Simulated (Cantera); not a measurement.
Charge: 1 mol Al, a varied amount of O2, 1.9 mol H2, at 1327 °C and 13.3 mbar.

Method: chemical equilibrium by Gibbs-energy minimisation in Cantera with the NASA 1993 tables (ideal gas, pure condensed phases). Candidate condensed phases: Al, Al2O3, H2O; 19 gas species. Gases not in the tables: Al(OH)3. Rates play no part.

x: gas mole fraction; n: condensed amount in mol.

```
n(O2) (mol)  x H2O     x O2      x H2      x OH       x H       x O  n Al2O3(s)
-----------  -----  -------  --------  --------  --------  --------  ----------
1.3          0.579  6.24e-9     0.421         …  0.000305   9.93e-9       0.500
1.6          0.895  2.39e-7     0.105         …  0.000153   6.14e-8       0.500
2            0.862    0.136  0.000134         …   5.46e-6   4.63e-5       0.500
2.4          0.730    0.269   8.09e-5   0.00150   4.23e-6   6.51e-5       0.500
3            0.593    0.406   5.35e-5   0.00149   3.44e-6   8.00e-5       0.500
3.7          0.486    0.512   3.90e-5   0.00144   2.94e-6   8.99e-5       0.500
4.6          0.395    0.604   2.92e-5   0.00135   2.54e-6   9.76e-5       0.500
5.7          0.321    0.677   2.24e-5         …   2.23e-6  0.000103       0.500
7.1          0.260    0.739   1.73e-5   0.00115   1.96e-6  0.000108       0.500
8.7          0.213    0.786   1.38e-5         …   1.75e-6  0.000111       0.500
11           0.169    0.830   1.07e-5  0.000955   1.54e-6  0.000114       0.500
13           0.143    0.856   8.91e-6  0.000886   1.41e-6  0.000116       0.500
17           0.110    0.889   6.70e-6         …   1.22e-6  0.000118       0.500
```

Task: Some entries are withheld; supply them.

Result: 
- 1.3, x OH: 1.65e-5
- 1.6, x OH: 5.09e-5
- 2, x OH: 0.00137
- 5.7, x OH: 0.00125
- 8.7, x OH: 0.00106
- 17, x OH: 0.000784
